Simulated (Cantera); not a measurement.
A closed system holds: 1 mol Si2H6, 4 mol CO2, 0.21 mol H2, 3.4 mol H2O, at 86.0 mbar.

Equilibrium computed with Cantera from the NASA thermochemical tables; the gas is ideal and each condensed phase is pure. Candidate condensed phases: C, C6H6, C7H8, C8H18, H2O, Si, SiC, SiO2; 123 gas species. The feed counts by its element totals alone. The tables hold silica as quartz up to 1696 K and as liquid above; real silica turns to tridymite and cristobalite and melts near 1996 K. Gases not in the tables: Si(OH)4. Equilibrium is a limit: real reactors are often held back by kinetics, nucleation or transport.

Q: Which condensed phases are stable at each of these points (T (K)): 1300, 1400, 1500, 1600, 1700, 1800, 1900?

A: 
```tsv
T (K)	condensed phases	Si condensed (%)
1300	SiO2(β-quartz)	100.0
1400	SiO2(β-quartz)	100.0
1500	SiO2(β-quartz)	100.0
1600	SiO2(β-quartz)	100.0
1700	SiO2(condensed)	100.0
1800	SiO2(condensed)	100.0
1900	SiO2(condensed)	99.9
```

From 1300 K to 1600 K the condensed part is SiO2(β-quartz). From 1700 K to 1900 K the condensed part is SiO2(condensed).
